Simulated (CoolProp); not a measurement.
The fluid at 298.15 K and 0.376 MPa is compressed adiabatically to 2.95 MPa with isentropic efficiency 0.8. The same conditions are run with several fluids, on thermodynamics alone (safety and materials aside).

Computed with CoolProp (reference Helmholtz-energy equation of state of each fluid (R227EA: Lemmon 2016; nitrogen: Span 2000; hydrogen chloride: Thol 2018; R507A: Lemmon 2003; R410A: Lemmon 2003)). Blends and air are pseudo-pure fits.

Q: Rank R227EA, nitrogen, hydrogen chloride, R507A, R410A by work (kJ/kg), highest first.

A: nitrogen (312), hydrogen chloride (233), R410A (93.7), R507A (62.6), R227EA (28.5)

```
fluid              final temperature (K)    final phase  final density (kg/m³)
-----------------  ---------------------  -------------  ---------------------
R227EA                             376.8  supercritical                    379
nitrogen                           593.8            gas                   16.5
hydrogen chloride                  594.6            gas                   22.1
R507A                              386.6            gas                    115
R410A                              418.7            gas                   69.3
```
